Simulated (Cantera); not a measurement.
# Equilibrium for silicon carbide growth: SiCl₄ + C₂H₂ + H₂

Input: 1 mol SiCl₄, 0.017 mol C₂H₂, 140 mol H₂, equilibrated at 2.20 mbar.

Equilibrium computed with Cantera from the NASA thermochemical tables; the gas is ideal and each condensed phase is pure. Candidate condensed phases: C, C₆H₆, C₇H₈, C₈H₁₈, Si, SiC; 109 gas species. Mutual solubility and eutectic melting of coexisting phases are not modelled. The tables' values for SiCl are old estimates; treat these amounts as uncertain. Gases not in the tables: Si₂H₆ and higher silanes. Kinetics and transport are ignored.

| T (K) | log p H₂ | log p H | log p HCl | log p Si | log p Cl | log p SiCl₂ | log p SiCl | n Si(l) | n SiC(s) |
|---|---|---|---|---|---|---|---|---|---|
| 1748 | -2.67 | -4.98 | -4.28 | -5.84 | -6.70 | -5.36 | -6.70 | 0.567 | 0.0332 |
| 1823 | -2.67 | -4.70 | -4.28 | -5.35 | -6.42 | -5.40 | -6.42 | 0.369 | 0.0305 |
| 1898 | -2.68 | -4.45 | -4.27 | -4.99 | -6.16 | -5.51 | -6.22 | 0 | 0.0221 |
| 1973 | -2.68 | -4.21 | -4.25 | -4.92 | -5.90 | -5.85 | -6.30 | 0 | 0.0108 |
| 2048 | -2.69 | -4.00 | -4.25 | -4.88 | -5.68 | -6.21 | -6.41 | 0 | 0 |
| 2123 | -2.71 | -3.80 | -4.26 | -4.87 | -5.48 | -6.59 | -6.54 | 0 | 0 |
| 2198 | -2.72 | -3.62 | -4.28 | -4.86 | -5.31 | -6.96 | -6.68 | 0 | 0 |
| 2273 | -2.75 | -3.45 | -4.31 | -4.87 | -5.15 | -7.34 | -6.83 | 0 | 0 |
log p: log10 of the partial pressure in bar; n: condensed amount in mol.

From 1748 K to 1823 K the condensed part is Si(l) + SiC(s). From 1898 K to 1973 K the condensed part is SiC(s). From 2048 K to 2273 K nothing is condensed. The main Si-bearing gas is SiCl₂ at 1748 K and Si at 2273 K.
